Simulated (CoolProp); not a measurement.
Vapour-liquid equilibrium of o-xylene (1) + n-undecane (2) at 0.00458 MPa; x and y are mole fractions of (1).

Computed with CoolProp (multi-fluid Helmholtz-energy mixture model, Zhou 2012 and Aleksandrov 2011; pair parameters Bell 2016).

| x | bubble temperature (K) | y at the bubble point | dew temperature at overall composition x (K) | liquid density (mol/L) |
|---|---|---|---|---|
| 0.05 | 369.0 | 0.236 | 373.0 | 4.469 |
| 0.15 | 360.6 | 0.536 | 370.9 | 4.735 |
| 0.25 | 353.9 | 0.704 | 368.6 | 5.015 |
| 0.35 | 348.5 | 0.805 | 366.1 | 5.311 |
| 0.45 | 344.2 | 0.869 | 363.3 | 5.630 |
| 0.55 | 340.5 | 0.912 | 360.1 | 5.974 |
| 0.65 | 337.5 | 0.942 | 356.3 | 6.349 |
| 0.75 | 334.8 | 0.964 | 351.6 | 6.762 |
| 0.85 | 332.4 | 0.981 | 345.6 | 7.218 |
| 0.95 | 330.3 | 0.994 | 336.5 | 7.725 |

No azeotrope shows between x = 0.05 and 0.95.

Pair parameters are fitted to limited data, so mixtures are less certain than the pure fluids.
